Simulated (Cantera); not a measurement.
A Cantera script and its output.

```python
import numpy as np
import cantera as ct

gas = ct.Solution("gri30.yaml", transport_model="mixture-averaged")
show = ['N2', 'NO', 'CO2']

rows = []
print(f"{'T/K':>7s}{'rho':>11s}{'cp':>10s}{'mu':>11s}{'lambda':>11s}{'Pr':>7s}" + "".join(f"{'D_' + s:>11s}" for s in show))
for T in [400, 500, 600, 700, 800, 900, 1000, 1100]:
    gas.TPX = T, 1400, {'N2': 0.89, 'O2': 1, 'H2O': 0.22}
    Pr = gas.cp_mass * gas.viscosity / gas.thermal_conductivity
    D = [gas.mix_diff_coeffs_mole[gas.species_index(s)] for s in show]
    rows.append([gas.density, gas.cp_mass, gas.viscosity, gas.thermal_conductivity, Pr, *D])
    print(f"{T:7g}{gas.density:11.4e}{gas.cp_mass:10.1f}{gas.viscosity:11.4e}"
          f"{gas.thermal_conductivity:11.4e}{Pr:7.3f}" + "".join(f"{d:11.4e}" for d in D))
print("SI units: kg/m3, J/kg/K, Pa s, W/m/K, m2/s")
```

Output:

```
    T/K        rho        cp         mu     lambda     Pr       D_N2       D_NO      D_CO2
    400 1.2149e-02    1047.0 2.3058e-05 3.3706e-02  0.716 2.5585e-03 2.4878e-03 1.9336e-03
    500 9.7188e-03    1070.8 2.7193e-05 4.0905e-02  0.712 3.7762e-03 3.6611e-03 2.8874e-03
    600 8.0990e-03    1097.8 3.1004e-05 4.8015e-02  0.709 5.1681e-03 5.0010e-03 3.9831e-03
    700 6.9420e-03    1125.8 3.4568e-05 5.4999e-02  0.708 6.7223e-03 6.4961e-03 5.2099e-03
    800 6.0743e-03    1153.0 3.7936e-05 6.1839e-02  0.707 8.4296e-03 8.1378e-03 6.5597e-03
    900 5.3994e-03    1178.3 4.1145e-05 6.8531e-02  0.707 1.0282e-02 9.9190e-03 8.0259e-03
   1000 4.8594e-03    1200.9 4.4220e-05 7.5077e-02  0.707 1.2274e-02 1.1834e-02 9.6032e-03
   1100 4.4177e-03    1219.5 4.7180e-05 8.1481e-02  0.706 1.4401e-02 1.3878e-02 1.1287e-02
SI units: kg/m3, J/kg/K, Pa s, W/m/K, m2/s
```

Detailed kinetics in Cantera: GRI-Mech 3.0 (53 species, 325 reactions). Polar gases are described roughly by these parameters.
